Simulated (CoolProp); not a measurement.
Saturated liquid density (kg/m³) of sulfur dioxide: the reference equation beside estimates from Tc = 430.6 K, pc = 7887 kPa, ω = 0.256. Rackett uses Z = 0.29056 − 0.08775 ω.

Model: reference Helmholtz-energy equation of state, Gao 2016, in CoolProp.

```csv
T (K),reference,Rackett,van der Waals,Soave-Redlich-Kwong,Peng-Robinson
252,1490,1465,878.5,1333,1504
265.1,1456,1433,860.5,1305,1474
278.3,1421,1400,841.4,1275,1441
291.5,1385,1365,821.3,1242,1405
304.7,1348,1329,800.1,1206,1366
317.8,1309,1292,777.7,1168,1324
331,1268,1252,753.7,1126,1277
344.2,1224,1210,727.9,1080,1225
357.4,1177,1164,699.8,1029,1168
370.6,1124,1114,669.0,971.3,1102
383.7,1065,1059,634.7,906.6,1028
396.9,994.9,994.2,594.7,830.5,938.8
410.1,906.4,914.0,545.9,737.0,828.9
423.3,772.2,794.1,476.7,605.6,673.3
```

Absolute difference from the reference over all 14 rows, mean and median: Rackett 1.3 and 1.3 %, van der Waals 40.4 and 40.6 %, Soave-Redlich-Kwong 13.1 and 11.5 %, Peng-Robinson 3.0 and 1.4 %.
